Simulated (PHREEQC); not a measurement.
Solution (20 °C): 0.0016 mol/kgw NH4HF2, 0.0015 mol/kgw (NH4)2SiF6, 0.0047 mol/kgw H3AsO4 and 0.0015 mol/kgw HCl. Closed to the air; pH follows from the charge balance.

Model: ion-association model, wateq4f.dat, run in PHREEQC.

Precipitation was switched off in this run.

Question: Order these F species by the share of F that they hold, largest first: H2F2, SiF6-2, F-, HF2-, HF.

Answer: SiF6-2 (71 %), HF (23 %), F- (5.7 %), H2F2 (0.40 %), HF2- (0.12 %)

The pH is 2.49 and the ionic strength 0.00956 mol/kgw. SiF6-2 is the database's only silicon fluoride.
